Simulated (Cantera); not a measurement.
A closed system holds: 1 mol Cu2O, 12 mol H2, 7 mol N2, held at 0.200 bar.

Method: chemical equilibrium by Gibbs-energy minimisation in Cantera with the NASA 1993 tables (ideal gas, pure condensed phases). Candidate condensed phases: Cu, CuO, Cu(OH)2, Cu2O, H2O; 27 gas species. Kinetics and transport are ignored.

Q: Which condensed phases are stable at each of these points (T (°C)): 427, 502, 577, 652, 727, 802, 877, 952, 1027, 1102, 1177, 1252?

A: 
| T (°C) | condensed phases | Cu condensed (%) |
|---|---|---|
| 427 | Cu(s) | 100.0 |
| 502 | Cu(s) | 100.0 |
| 577 | Cu(s) | 100.0 |
| 652 | Cu(s) | 100.0 |
| 727 | Cu(s) | 100.0 |
| 802 | Cu(s) | 100.0 |
| 877 | Cu(s) | 100.0 |
| 952 | Cu(s) | 100.0 |
| 1027 | Cu(s) | 100.0 |
| 1102 | Cu(l) | 100.0 |
| 1177 | Cu(l) | 100.0 |
| 1252 | Cu(l) | 99.9 |

From 427 °C to 1027 °C the condensed part is Cu(s). From 1102 °C to 1252 °C the condensed part is Cu(l).
